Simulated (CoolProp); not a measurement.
CH3F (R41) at several states: fugacity coefficient from the reference equation and from simpler models built on Tc = 44.1 °C, pc = 5906 kPa, ω = 0.200; each cubic takes its own stable root.

Model: reference Helmholtz-energy equation of state, Lemmon 2006, in CoolProp. It is a short technical equation, of lower accuracy than the large ones.

```csv
T (°C),p (kPa),phase,reference,van der Waals,Soave-Redlich-Kwong
-51.75,1090,liquid,___,___,___
-90.15,1540,liquid,___,0.2585,___
71.25,113,gas,0.9943,0.9954,0.9950
49.95,249,gas,0.9844,0.9880,0.9865
-69.05,2770,liquid,0.05980,___,0.06068
-54.35,7200,liquid,0.04832,0.1707,0.05141
```

Task: Complete the blanks.

Result: 
- -51.75, reference: 0.3086
- -51.75, van der Waals: 0.8729
- -51.75, Soave-Redlich-Kwong: 0.3179
- -90.15, reference: 0.03308
- -90.15, Soave-Redlich-Kwong: 0.03188
- -69.05, van der Waals: 0.2673

At some of these states van der Waals gives the other phase, because its saturation line lies elsewhere.
